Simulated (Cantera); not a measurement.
An adiabatic, constant-volume homogeneous reactor starts with H2 : O2 : N2 = 1 : 1.22 : 4.59 (molar parts), equivalence ratio 0.41, at 998 K and 12.0 bar. Integrator tolerance rtol = 1e-08.

Model: the H2/O2 subset of GRI-Mech 3.0, which has no nitrogen chemistry, integrated in Cantera. The hydrogen kinetics of GRI-Mech 3.0 are dated; newer H2 mechanisms differ, most at raised pressure. The pressure lies above the range GRI-Mech 3.0 was tuned for (to about 10 atm).

Task: How do the results move with these cheaper or finer settings: rtol 1e-08 to 1e-05; full GRI-Mech 3.0 in place of its H2/O2 subset?

Result: 
| setting | time of steepest temperature rise | temperature at 0.800 s | equilibrium temperature | x(H2) at 0.800 s | integrator steps |
|---|---|---|---|---|---|
| as above | 12.3 ms | 2304 K | 2304 K | 0.000196 | 1533 |
| rtol 1e-08 to 1e-05 | 12.3 ms | 2304 K | 2304 K | 0.000196 | 662 |
| full GRI-Mech 3.0 in place of its H2/O2 subset | 12.3 ms | 2276 K | 2276 K | 0.000172 | 1889 |
